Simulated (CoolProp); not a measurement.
Vapour-liquid equilibrium of R22 (1) + R123 (2) at -16.05 °C; x and y are mole fractions of (1).

The numbers come from the multi-fluid Helmholtz-energy mixture model, Kamei 1995 and Younglove 1994; pair parameters Bell 2016 in CoolProp.

| x | bubble pressure (bar) | y at the bubble point | dew pressure at overall composition x (bar) | liquid density (mol/L) |
|---|---|---|---|---|
| 0.05 | 0.2738 | 0.481 | 0.1558 | 10.42 |
| 0.15 | 0.5424 | 0.763 | 0.1731 | 10.82 |
| 0.25 | 0.8238 | 0.861 | 0.1948 | 11.24 |
| 0.35 | 1.107 | 0.909 | 0.2226 | 11.69 |
| 0.45 | 1.386 | 0.937 | 0.2596 | 12.17 |
| 0.55 | 1.657 | 0.956 | 0.3115 | 12.67 |
| 0.65 | 1.920 | 0.969 | 0.3893 | 13.21 |
| 0.75 | 2.178 | 0.980 | 0.5191 | 13.79 |
| 0.85 | 2.439 | 0.988 | 0.7799 | 14.41 |
| 0.95 | 2.708 | 0.996 | 1.562 | 15.08 |

No azeotrope shows between x = 0.05 and 0.95.

Pair parameters are fitted to limited data, so mixtures are less certain than the pure fluids. The gap from Raoult's law changes sign with composition, which may be real or a fault of the pair parameters; it wasn't checked against measurements.
